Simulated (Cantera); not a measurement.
# Transport properties of process gases

Gas mixture: 100 % H₂O, at 0.740 bar, frozen composition.

Cantera's kinetic-theory transport with the Lennard-Jones parameters of GRI-Mech 3.0, ideal gas; thermal conductivity in the mixture-averaged form. Polar gases are described roughly by these parameters.

```
T (K)  ρ (kg/m³)  cp (J/kg/K)  μ (µPa s)  λ (mW/m/K)     Pr  D (cm²/s) H₂  D (cm²/s) C₂H₂  D (cm²/s) H
-----  ---------  -----------  ---------  ----------  -----  ------------  --------------  -----------
400        0.401         1902       14.0        37.0  0.718          1.99           0.414         3.11
550        0.292         1985       19.6        54.2  0.718          3.51           0.764         5.67
700        0.229         2082       25.2        73.4  0.716          5.34            1.20         8.82
850        0.189         2185       30.8        94.5  0.713          7.46            1.71         12.5
1000       0.160         2292       36.2         117  0.712          9.83            2.29         16.6
1150       0.139         2401       41.5         140  0.713          12.4            2.93         21.2
1300       0.123         2502       46.7         163  0.715          15.3            3.63         26.2
1450       0.111         2596       51.6         187  0.716          18.4            4.38         31.6
1600       0.100         2681       56.4         211  0.718          21.6            5.19         37.3
```
D: mixture-averaged diffusion coefficient of that species in the mixture.
